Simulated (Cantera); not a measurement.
Input: 1 mol V₂O₃, 370 mol H₂, 0.48 mol H₂O, equilibrated at 94.0 Pa.

These are equilibrium values from Cantera (NASA tables, ideal gas, pure condensed phases), not measurements of a reactor. Candidate condensed phases: H₂O, V, VO, V₂O₃, V₂O₄, V₂O₅; 12 gas species. Mutual solubility and eutectic melting of coexisting phases are not modelled. VO: taken at fixed stoichiometry. Condensed phases not in the tables: the oxides between V₂O₃ and V₂O₅ other than VO₂. Rates play no part.

x: gas mole fraction; n: condensed amount in mol.

```csv
T (K),x H₂,x H₂O,x H,x VO₂,x OH,n V₂O₃(s),n VO(s)
948,0.999,0.00130,1.71e-8,<1e-12,<1e-12,1.00,0
998,0.999,0.00130,7.01e-8,<1e-12,<1e-12,1.00,0
1048,0.999,0.00130,2.52e-7,<1e-12,1.03e-12,1.00,0
1098,0.999,0.00130,___,<1e-12,___,1.00,0
1148,0.999,0.00130,2.34e-6,1.83e-12,1.81e-11,1.00,0
1198,0.999,0.00130,6.20e-6,1.51e-11,6.35e-11,1.00,0
1248,0.999,0.00130,___,___,___,1.00,0
1298,0.999,0.00130,3.49e-5,6.28e-10,5.86e-10,1.00,0
1348,0.999,0.00142,7.54e-5,3.42e-9,1.73e-9,0.953,0.0933
```

**Question.** Some entries are withheld; supply them.

**Answer.** 
- 1098, x H: 8.06e-7
- 1098, x OH: 4.60e-12
- 1248, x H: 1.52e-5
- 1248, x VO₂: 1.05e-10
- 1248, x OH: 2.02e-10
